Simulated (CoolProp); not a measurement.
Vapour-liquid equilibrium of n-heptane (1) + n-dodecane (2) at 356 K; x and y are mole fractions of (1).

Model: multi-fluid Helmholtz-energy mixture model, Span 2003 and Lemmon 2004; pair parameters Bell 2016, in CoolProp.

| x | bubble pressure, mixture model (bar) | bubble pressure, Raoult's law (bar) | y, mixture model | y, Raoult's law |
|---|---|---|---|---|
| 0.05 | 0.03729 | 0.03947 | ? | 0.794 |
| 0.15 | ? | 0.1013 | 0.925 | 0.928 |
| 0.25 | ? | 0.1631 | 0.960 | 0.961 |
| 0.35 | 0.2272 | 0.2250 | 0.975 | 0.975 |
| 0.45 | ? | 0.2868 | 0.983 | 0.984 |
| 0.55 | 0.3535 | 0.3486 | 0.989 | 0.989 |
| 0.65 | ? | 0.4105 | 0.992 | 0.993 |
| 0.75 | 0.4743 | 0.4723 | 0.995 | 0.995 |
| 0.85 | 0.5341 | 0.5341 | ? | 0.998 |
| 0.95 | ? | 0.5960 | 0.999 | 0.999 |

Question: Some entries are withheld; supply them.

Answer: 
- 0.05, y, mixture model: 0.781
- 0.15, bubble pressure, mixture model (bar): 0.09848
- 0.25, bubble pressure, mixture model (bar): 0.1625
- 0.45, bubble pressure, mixture model (bar): 0.2911
- 0.65, bubble pressure, mixture model (bar): 0.4144
- 0.85, y, mixture model: 0.997
- 0.95, bubble pressure, mixture model (bar): 0.5952

The largest gap from Raoult's law is -5.5 % in bubble pressure, at x = 0.05. No azeotrope shows between x = 0.05 and 0.95.

Pair parameters are fitted to limited data, so mixtures are less certain than the pure fluids. The gap from Raoult's law changes sign with composition, which may be real or a fault of the pair parameters; it wasn't checked against measurements.
